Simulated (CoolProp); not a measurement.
Vapour pressure (MPa) of C3F8 (R218): the reference equation beside estimates from Tc = 345.0 K, pc = 2.640 MPa, ω = 0.317. Clausius-Clapeyron is anchored at 239.9 K with a constant enthalpy of vaporisation of 19.52 kJ/mol.

Values from CoolProp's reference Helmholtz-energy equation of state, Lemmon 2006. It is a short technical equation, of lower accuracy than the large ones.

```
T (K)  reference  Clausius-Clapeyron  van der Waals  Soave-Redlich-Kwong
-----  ---------  ------------------  -------------  -------------------
231.4    0.08050             0.08278         0.4239              0.08020
239.9     0.1186              0.1186         0.5114               0.1184
248.4     0.1694              0.1658         0.6099               0.1696
256.9     0.2355              0.2266         0.7200               0.2365
265.3     0.3185              0.3027         0.8406               0.3207
273.8     0.4233              0.3984         0.9750               0.4274
282.3     0.5520              0.5158          1.122               0.5588
290.8     0.7080              0.6578          1.283               0.7184
299.3     0.8946              0.8273          1.457               0.9097
307.8      1.116               1.027          1.645                1.136
316.3      1.376               1.261          1.847                1.402
```

Absolute difference from the reference over all 11 rows, mean and median: Clausius-Clapeyron 5.2 and 5.9 %, van der Waals 167.9 and 130.3 %, Soave-Redlich-Kwong 1.0 and 1.0 %.
